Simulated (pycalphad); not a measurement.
CALPHAD calculation (pycalphad, COST 507 light-alloy database (1999)), 1 atm. The data set is of 1999 and partly superseded. Phase fractions are per mole of atoms. Kinetics are ignored, which matters at the lower temperatures.

**Question.** Give the equilibrium state of Ti-1.03Hf-6.88B (at.%) at 1250 K.

**Answer.** bcc, fraction 0.865, with 1.2 Hf, 0.14 B at.%; BM, fraction 0.135, with 0.07 Hf, 50.0 B at.%.

**Question.** Give the equilibrium state of Ti-1.03Hf-6.88B (at.%) at 850 K.

**Answer.** 
```
T = 850.00 K, P = 101325 Pa, N = 1 mol of atoms
G = -45357 J/mol, H = 4184 J/mol, S = 58.28 J/(mol K)  (SER reference)
chemical potentials (J/mol): Ti -35441, Hf -72915, B -173956
phase             fraction      x(Ti)      x(Hf)       x(B)
HCP_A3              0.8636     0.9875     0.0118   0.000672
BM                  0.1364     0.4995   0.000533     0.5000
```

Database names, with the compositions (at.%) that they take in these runs: BM: Ti 50 B 50. HCP_A3 is hcp.
